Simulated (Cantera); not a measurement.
A Cantera script and its output.

```python
import numpy as np
import cantera as ct

gas = ct.Solution("gri30.yaml")
gas.TPX = 1525, 500000, {'CH2O': 0.0079, 'O2': 0.042, 'N2': 1}
reactor = ct.IdealGasConstPressureReactor(gas, energy="off", clone=False)
net = ct.ReactorNet([reactor])
net.rtol, net.atol = 1e-08, 1e-18
show = ['CH2O', 'O2', 'CH4', 'OH', 'CO', 'CH2CO']
times = np.geomspace(0.0005, 100, 11)

steps = ct.SolutionArray(gas, extra=["t"])
rows = []
print(f"{'t/s':>10s}{'T/K':>9s}{'P/Pa':>11s}" + "".join(f"{s:>11s}" for s in show))
for t in times:
    while net.time < t:
        t_next = net.step()
        steps.append(gas.state, t=t_next)
    rows.append([np.interp(t, steps.t, y) for y in (steps.T, steps.P, *steps(*show).X.T)])
    print(f"{t:10.3e}{rows[-1][0]:9.1f}{rows[-1][1]:11.4g}" + "".join(f"{x:11.3e}" for x in rows[-1][2:]))
rate = np.gradient(steps.T, steps.t)
print("integrator steps:", len(steps.t))
if steps.T.max() > steps.T[0] + 200:
    print(f"time of steepest temperature rise: {steps.t[rate.argmax()]:.4e} s")
gas.TPX = 1525, 500000, {'CH2O': 0.0079, 'O2': 0.042, 'N2': 1}
gas.equilibrate("TP")
print(f"equilibrium (TP): T = {gas.T:.1f} K  " + "  ".join(f"{s} {gas[s].X[0]:.3e}" for s in show))
```

It prints:

```
       t/s      T/K       P/Pa       CH2O         O2        CH4         OH         CO      CH2CO
 5.000e-04   1525.0      5e+05  1.884e-13  3.306e-02  6.414e-21  1.648e-04  1.419e-03  1.949e-22
 1.695e-03   1525.0      5e+05  1.870e-15  3.255e-02 -1.590e-19  7.426e-05  2.197e-04  1.112e-21
 5.743e-03   1525.0      5e+05  6.981e-18  3.248e-02 -1.655e-19  2.842e-05  1.767e-05  7.935e-23
 1.947e-02   1525.0      5e+05 -1.022e-19  3.248e-02  5.210e-20  1.310e-05  7.304e-07  3.225e-25
 6.598e-02   1525.0      5e+05  1.433e-20  3.248e-02 -1.289e-21  1.118e-05  1.334e-07 -2.513e-27
 2.236e-01   1525.0      5e+05  1.434e-20  3.248e-02  1.216e-26  1.118e-05  1.330e-07  1.894e-29
 7.579e-01   1525.0      5e+05  1.434e-20  3.248e-02  9.358e-27  1.118e-05  1.330e-07  1.370e-29
 2.569e+00   1525.0      5e+05  1.434e-20  3.248e-02  3.360e-27  1.118e-05  1.330e-07  4.902e-30
 8.706e+00   1525.0      5e+05  1.434e-20  3.248e-02  1.483e-28  1.118e-05  1.330e-07  2.159e-31
 2.951e+01   1525.0      5e+05  1.434e-20  3.247e-02  4.439e-29  1.118e-05  1.330e-07  6.460e-32
 1.000e+02   1525.0      5e+05  1.434e-20  3.247e-02 -1.028e-29  1.118e-05  1.330e-07 -1.556e-32
integrator steps: 1668
equilibrium (TP): T = 1525.0 K  CH2O 1.447e-20  O2 3.218e-02  CH4 1.739e-31  OH 1.115e-05  CO 1.336e-07  CH2CO 1.071e-35
```

Detailed kinetics in Cantera: GRI-Mech 3.0 (53 species, 325 reactions).
